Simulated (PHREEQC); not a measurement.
A solution holds 10 mmol/kgw H3PO4 and 6.9 mmol/kgw K2HPO4, at 25 °C. Closed to the air; pH follows from the charge balance.

The numbers come from PHREEQC with the ion-association model, wateq4f.dat.

This is a speciation only: nothing precipitates in the calculation.

Question: Estimate the pH.

Answer: pH 2.99.

Question: In which forms is P present?

Answer: H2PO4- 88 %, H3PO4 12 % of the P.

Complexes and solids missing from the database can't appear. H3PO4, which wateq4f.dat lacks, is added to it with the constant of phreeqc.dat.
